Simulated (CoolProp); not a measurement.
Saturated liquid density (kg/m³) of CF4 (R14): the reference equation beside estimates from Tc = 227.4 K, pc = 3.762 MPa, ω = 0.178. Rackett uses Z = 0.29056 − 0.08775 ω.

Computed with CoolProp (reference Helmholtz-energy equation of state, Platzer 1990). This equation is an older, rougher fit; its heat capacities, sound speeds and derivatives of the liquid may be far off and weren't checked against measurements.

```json
[
 {"T (K)": "127.5", "reference": "1694", "Rackett": "1768", "van der Waals": "1108", "Redlich-Kwong": "1637", "Soave-Redlich-Kwong": "1662", "Peng-Robinson": "1874"},
 {"T (K)": "130.3", "reference": "1680", "Rackett": "1754", "van der Waals": "1099", "Redlich-Kwong": "1622", "Soave-Redlich-Kwong": "1648", "Peng-Robinson": "1859"},
 {"T (K)": "133.2", "reference": "1665", "Rackett": "1739", "van der Waals": "1090", "Redlich-Kwong": "1607", "Soave-Redlich-Kwong": "1634", "Peng-Robinson": "1844"},
 {"T (K)": "136", "reference": "1651", "Rackett": "1724", "van der Waals": "1081", "Redlich-Kwong": "1592", "Soave-Redlich-Kwong": "1620", "Peng-Robinson": "1829"},
 {"T (K)": "138.9", "reference": "1636", "Rackett": "1708", "van der Waals": "1071", "Redlich-Kwong": "1575", "Soave-Redlich-Kwong": "1605", "Peng-Robinson": "1813"},
 {"T (K)": "141.7", "reference": "1621", "Rackett": "1693", "van der Waals": "1062", "Redlich-Kwong": "1559", "Soave-Redlich-Kwong": "1590", "Peng-Robinson": "1797"},
 {"T (K)": "144.6", "reference": "1606", "Rackett": "1676", "van der Waals": "1052", "Redlich-Kwong": "1542", "Soave-Redlich-Kwong": "1574", "Peng-Robinson": "1779"},
 {"T (K)": "147.4", "reference": "1591", "Rackett": "1661", "van der Waals": "1043", "Redlich-Kwong": "1525", "Soave-Redlich-Kwong": "1558", "Peng-Robinson": "1762"},
 {"T (K)": "150.3", "reference": "1575", "Rackett": "1644", "van der Waals": "1032", "Redlich-Kwong": "1507", "Soave-Redlich-Kwong": "1542", "Peng-Robinson": "1744"},
 {"T (K)": "153.1", "reference": "1560", "Rackett": "1628", "van der Waals": "1022", "Redlich-Kwong": "1489", "Soave-Redlich-Kwong": "1525", "Peng-Robinson": "1726"}
]
```

Absolute difference from the reference over all 10 rows, mean and median: Rackett 4.4 and 4.4 %, van der Waals 34.5 and 34.5 %, Redlich-Kwong 3.8 and 3.8 %, Soave-Redlich-Kwong 2.0 and 1.9 %, Peng-Robinson 10.7 and 10.7 %.
